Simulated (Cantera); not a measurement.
What does this Cantera script print?

```python
import numpy as np
import cantera as ct

gas_names = """
    I2 Mg
""".split()
cond_names = """
    MgI2(s) MgI2(L)
""".split()


# ... load() reads the species with a 1 bar reference pressure and builds the phases ...
species = {s.name: s for s in load("nasa_gas.yaml", gas_names) + load("nasa_condensed.yaml", cond_names)}
# Each term lists the table entries of one substance; the one whose range holds T is used.
reactions = {
    'I2(g) + Mg(g) = MgI2':
        [(-1, ['I2']), (-1, ['Mg']), (1, ['MgI2(s)', 'MgI2(L)'])],
}


def pick(names, T):
    return next(species[n] for n in names if species[n].thermo.min_temp <= T <= species[n].thermo.max_temp)


results = []
for label, terms in reactions.items():
    print(label)
    print("     T/K   dH/kJ  dS/(J/K)   dG/kJ   log10 K")
    for T in [375, 525, 675, 825, 975]:
        used = [(nu, pick(names, T)) for nu, names in terms]
        dH = sum(nu * s.thermo.h(T) for nu, s in used) / 1e6
        dS = sum(nu * s.thermo.s(T) for nu, s in used) / 1e3
        dG = dH - T * dS / 1e3
        logK = -dG * 1e6 / (ct.gas_constant * T * np.log(10))
        results.append((label, T, dH, dS, dG, logK, [s.name for _, s in used]))
        print(f"{T:8g} {dH:8.1f} {dS:8.1f} {dG:8.1f} {logK:8.2f}")
```

Result:

```
I2(g) + Mg(g) = MgI2
     T/K   dH/kJ  dS/(J/K)   dG/kJ   log10 K
     375   -575.1   -275.4   -471.8    65.71
     525   -571.8   -268.2   -431.0    42.88
     675   -568.1   -262.1   -391.3    30.28
     825   -564.1   -256.7   -352.4    22.31
     975   -529.7   -218.7   -316.5    16.95
```

Cantera with NASA thermochemical tables; ideal gases at 1 bar, condensed phases pure. Condensed species are held in their standard states even where they would react or evaporate.
